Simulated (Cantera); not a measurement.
A closed system holds: 1 mol B2O3, 7.3 mol H2, at 1875 K and 10000 Pa.

Cantera equilibrium calculation (NASA polynomials, part measured and part estimated; ideal gas, pure solids and liquids). Candidate condensed phases: B, B2O3, B3O3H3, H2O; 23 gas species. Kinetics and transport are ignored.

Base state: H2 0.826, B2O3 0.0649, HBO2 0.0519, HBO 0.0427, B2O2 0.00733, H2O 0.00351, H 0.00188, BO 0.00160 (mole fractions); condensed: gas only.

**Question.** What changes in the equilibrium state with this change: H2 from 7.3 to 70 mol?

**Answer.** 
```csv
species,before,after
H2,0.826,0.971
HBO,0.0427,0.0123
HBO2,0.0519,0.00889
B2O3,0.0649,0.00273
B2O2,0.00733,0.000520
BO2,1.12e-5,1.77e-6
BO,0.00160,0.000426
H2O,0.00351,0.00245
```

**Question.** What changes in the equilibrium state with this change: temperature from 1875 K to 2050 K?

**Answer.** 
```csv
species,before,after
H2,0.826,0.813
B2O3,0.0649,0.0574
HBO2,0.0519,0.0561
HBO,0.0427,0.0485
BO2,1.12e-5,5.89e-5
H,0.00188,0.00647
```

**Question.** What changes in the equilibrium state with this change: temperature from 1875 K to 1000 K?

**Answer.** 
```
species        before    after
------------  -------  -------
H2              0.826    1.000
H2O           0.00351  2.41e-6
HBO            0.0427  2.69e-7
B2O3           0.0649    <1e-9
HBO2           0.0519  1.29e-7
B2O2          0.00733    <1e-9
BO            0.00160    <1e-9
B2O3(l), mol        0    1.000
```
